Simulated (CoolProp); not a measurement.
Vapour-liquid equilibrium of R152A (1) + methanol (2) at 27.5 kPa; x and y are mole fractions of (1).

The numbers come from the multi-fluid Helmholtz-energy mixture model, Outcalt 1996 and de Reuck 1993; pair parameters Bell 2016 in CoolProp.

Problem. Give the bubble temperature and the first vapour's composition at x = 0.05, 0.2, 0.35. Is there an azeotrope?

Solution. x = 0.05: -25.2 °C, y = 0.975; x = 0.2: -41.3 °C, y = 0.994; x = 0.35: -42.7 °C, y = 0.995. No azeotrope shows between x = 0.05 and 0.95.

The pair parameters rest on a limited set of measurements; away from them the model extrapolates. With so large a gap from Raoult's law the liquid may split in two, which this calculation doesn't test in full.
